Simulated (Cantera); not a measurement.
Feed: 1 mol SiH2Cl2, 0.21 mol CH4, 170 mol H2, held at 2252 °C and 10.0 mbar.

Cantera equilibrium calculation (NASA polynomials, part measured and part estimated; ideal gas, pure solids and liquids). Candidate condensed phases: C, C6H6, C7H8, C8H18, Si, SiC; 109 gas species. The tables' values for SiCl are old estimates; treat these amounts as uncertain. Rates play no part.

Base state: H2 0.743, H 0.242, HCl 0.00822, Si 0.00485, Cl 0.00189, C2H2 (acetylene) 0.000444, SiH 0.000106, SiC2 6.73e-5 (mole fractions); condensed: gas only.

Problem. What changes in the equilibrium state with this change: CH4 from 0.21 to 1.5 mol?

Solution. 
| species | before | after |
|---|---|---|
| H2 | 0.743 | 0.741 |
| H | 0.242 | 0.241 |
| HCl | 0.00822 | 0.00810 |
| C2H2 (acetylene) | 0.000444 | 0.00317 |
| Si | 0.00485 | 0.00441 |
| C3 | 8.13e-7 | 1.56e-5 |
| C2H | 1.09e-5 | 7.82e-5 |
| SiC2 | 6.73e-5 | 0.000438 |
| C | 5.22e-6 | 1.40e-5 |
| Si2C | 5.52e-6 | 1.22e-5 |

Problem. What changes in the equilibrium state with this change: temperature from 2252 °C to 2125 °C?

Solution. 
```tsv
species	before	after
H2	0.743	0.839
H	0.242	0.144
HCl	0.00822	0.00949
Si	0.00485	0.00503
Si2C	5.52e-6	1.96e-5
C2H	1.09e-5	4.60e-6
```
Gases not in the tables: Si2H6 and higher silanes.

Problem. What changes in the equilibrium state with this change: SiH2Cl2 replaced by (CH3)2SiCl2?

Solution. 
```json
[
 {"species": "H2", "before": "0.743", "after": "0.739"},
 {"species": "H", "before": "0.242", "after": "0.241"},
 {"species": "HCl", "before": "0.00822", "after": "0.00813"},
 {"species": "C2H2 (acetylene)", "before": "0.000444", "after": "0.00470"},
 {"species": "Si", "before": "0.00485", "after": "0.00424"},
 {"species": "C4H2", "before": "1.10e-7", "after": "1.23e-5"},
 {"species": "C3", "before": "8.13e-7", "after": "2.81e-5"},
 {"species": "C2H", "before": "1.09e-5", "after": "0.000116"},
 {"species": "SiC2", "before": "6.73e-5", "after": "0.000625"}
]
```
The feed counts by its element totals alone.
